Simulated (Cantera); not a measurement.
What does this Cantera script print?

```python
import numpy as np
import cantera as ct

gas_names = """
    CL CL2 H HCL H2 Si SiCL SiCL2 SiCL3 SiCL4 SiH SiHCL3 SiH2 SiH2CL2 SiH3 SiH3CL SiH4 Si2 Si3
""".split()
cond_names = """
    Si(cr) Si(L)
""".split()


def load(file, names, dense=False):
    # The tables refer to 1 bar. Condensed volumes are neglected.
    table = {s.name: s for s in ct.Species.list_from_file(file)}
    out = []
    for n in names:
        d = dict(table[n].input_data)
        d["thermo"] = dict(d["thermo"], **{"reference-pressure": 1e5})
        if dense:
            d["equation-of-state"] = {"model": "constant-volume", "density": "1e6 g/cm^3"}
        out.append(ct.Species.from_dict(d))
    return out


gas = ct.Solution(thermo="ideal-gas", species=load("nasa_gas.yaml", gas_names))
cond = {s.name: ct.Solution(thermo="fixed-stoichiometry", species=[s], name=s.name)
        for s in load("nasa_condensed.yaml", cond_names, dense=True)}
atoms = {
    'SiHCl3': {'Si': 1, 'H': 1, 'CL': 3},
    'H2': {'H': 2},
}
top_T = {}  # K; cautious upper limits of use, not melting points


def equilibrate(T, P, feed):
    n = {}
    for name, mol in feed.items():
        for a, k in atoms[name].items():
            n[a] = n.get(a, 0.0) + k * mol
    gas.TPX = T, P, n
    mass = sum(n.values()) * gas.mean_molecular_weight
    gas.equilibrate("TP")
    valid = [c for c in cond.values() if c.min_temp <= T <= top_T.get(c.name, c.max_temp)]
    mix = ct.Mixture([(gas, mass / gas.mean_molecular_weight)] + [(c, 0.0) for c in valid])
    mix.T, mix.P = T, P
    mix.equilibrate("TP", solver="vcs", rtol=1e-11, max_steps=5000)
    return mix


results = []
feed = {'SiHCl3': 1, 'H2': 96}  # mol
P = 1000  # Pa
for T in [1125, 1200, 1275, 1350, 1425, 1500, 1575, 1650, 1725, 1800, 1875, 1950, 2025]:
    mix = equilibrate(T, P, feed)
    results.append((T, P, feed, dict(zip(mix.species_names, mix.species_moles))))
    x = sorted(zip(gas.X, gas.species_names), reverse=True)
    print(f"T = {T:g} K  P = {P:g} Pa  gas = {mix.phase_moles(0):.4g} mol")
    print("   x: " + "  ".join(f"{s} {v:.3e}" for v, s in x if v > 0.001))
    print("   condensed (mol): " + ("  ".join(f"{mix.phase(i).name} {mix.phase_moles(i):.4g}"
          for i in range(1, mix.n_phases) if mix.phase_moles(i) > 1e-12) or "none"))
```

It prints:

```
T = 1125 K  P = 1000 Pa  gas = 97.92 mol
   x: H2 9.730e-01  HCL 2.470e-02  SiCL2 1.328e-03
   condensed (mol): Si(cr) 0.7759
T = 1200 K  P = 1000 Pa  gas = 97.98 mol
   x: H2 9.717e-01  HCL 2.627e-02  SiCL2 1.676e-03
   condensed (mol): Si(cr) 0.8055
T = 1275 K  P = 1000 Pa  gas = 97.99 mol
   x: H2 9.715e-01  HCL 2.650e-02  SiCL2 1.874e-03
   condensed (mol): Si(cr) 0.8049
T = 1350 K  P = 1000 Pa  gas = 98 mol
   x: H2 9.715e-01  HCL 2.641e-02  SiCL2 2.019e-03
   condensed (mol): Si(cr) 0.7968
T = 1425 K  P = 1000 Pa  gas = 98 mol
   x: H2 9.715e-01  HCL 2.624e-02  SiCL2 2.140e-03
   condensed (mol): Si(cr) 0.7873
T = 1500 K  P = 1000 Pa  gas = 98.01 mol
   x: H2 9.715e-01  HCL 2.606e-02  SiCL2 2.245e-03
   condensed (mol): Si(cr) 0.7778
T = 1575 K  P = 1000 Pa  gas = 98.02 mol
   x: H2 9.713e-01  HCL 2.588e-02  SiCL2 2.338e-03
   condensed (mol): Si(cr) 0.7681
T = 1650 K  P = 1000 Pa  gas = 98.05 mol
   x: H2 9.709e-01  HCL 2.570e-02  SiCL2 2.419e-03
   condensed (mol): Si(cr) 0.7566
T = 1725 K  P = 1000 Pa  gas = 98.1 mol
   x: H2 9.698e-01  HCL 2.577e-02  SiCL2 2.361e-03  H 1.829e-03
   condensed (mol): Si(L) 0.7512
T = 1800 K  P = 1000 Pa  gas = 98.21 mol
   x: H2 9.677e-01  HCL 2.605e-02  H 3.522e-03  SiCL2 2.169e-03
   condensed (mol): Si(L) 0.7415
T = 1875 K  P = 1000 Pa  gas = 98.42 mol
   x: H2 9.640e-01  HCL 2.622e-02  H 6.436e-03  SiCL2 1.993e-03
   condensed (mol): Si(L) 0.6864
T = 1950 K  P = 1000 Pa  gas = 98.82 mol
   x: H2 9.576e-01  HCL 2.623e-02  H 1.122e-02  Si 2.381e-03  SiCL2 1.826e-03
   condensed (mol): Si(L) 0.5292
T = 2025 K  P = 1000 Pa  gas = 99.58 mol
   x: H2 9.464e-01  HCL 2.601e-02  H 1.872e-02  Si 5.822e-03  SiCL2 1.663e-03
   condensed (mol): Si(L) 0.1493
```

Equilibrium computed with Cantera from the NASA thermochemical tables; the gas is ideal and each condensed phase is pure. The tables' values for SiCl, SiCl3 are old estimates; treat these amounts as uncertain. Gases not in the tables: Si2H6 and higher silanes.
